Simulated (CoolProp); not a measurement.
Vapour pressure (kPa) of C3F8 (R218): the reference equation beside estimates from Tc = 71.9 °C, pc = 2640 kPa, ω = 0.317. Clausius-Clapeyron is anchored at -68.45 °C with a constant enthalpy of vaporisation of 21.79 kJ/mol.

Values from CoolProp's reference Helmholtz-energy equation of state, Lemmon 2006. It is a short technical equation, of lower accuracy than the large ones.

```
T (°C)  reference  Lee-Kesler  Clausius-Clapeyron  van der Waals  Redlich-Kwong  Soave-Redlich-Kwong  Peng-Robinson
------  ---------  ----------  ------------------  -------------  -------------  -------------------  -------------
-68.45      18.51       18.14               18.51          214.9            ___                18.33          18.85
-61.55      28.24       27.80               28.10          260.0          67.81                28.00          28.58
-54.65      41.74       41.28               41.55          311.1            ___                41.45          42.02
-47.85      59.67       59.24               59.68          367.7          124.8                59.35          59.83
-40.95      83.60       83.29               84.32            ___          164.2                83.32          83.57
-34.05      114.5       114.4               116.8          502.7          212.0                114.3          114.2
-27.15      153.6       153.9               158.8          581.0          269.1                153.7          153.0
-20.25      202.3       203.0               212.4          666.7          336.6                202.9          201.4
-13.35      262.0       263.2               279.7          760.3          415.2                263.4          260.8
-6.55       333.1       334.9               361.8          860.3          504.6                335.6          331.8
0.35        419.2       421.6               463.6          970.1          608.2                423.2          417.9
7.25        521.0       524.0               586.8           1088          725.6                527.1          520.1
14.15       640.3       643.8               734.5           1215          857.6                649.1          640.3
21.05       778.8       782.8               909.8           1351           1005                790.9          780.3
27.85       936.0       940.6                1113           1493           1166                952.0          939.7
```

Task: Fill in the missing entries.

Result: 
- -68.45, Redlich-Kwong: 48.00
- -54.65, Redlich-Kwong: 93.27
- -40.95, van der Waals: 431.7

Absolute difference from the reference over all 15 rows, mean and median: Lee-Kesler 0.7 and 0.5 %, Clausius-Clapeyron 6.8 and 5.0 %, van der Waals 341.2 and 229.6 %, Redlich-Kwong 75.8 and 66.4 %, Soave-Redlich-Kwong 0.8 and 0.8 %, Peng-Robinson 0.5 and 0.4 %.
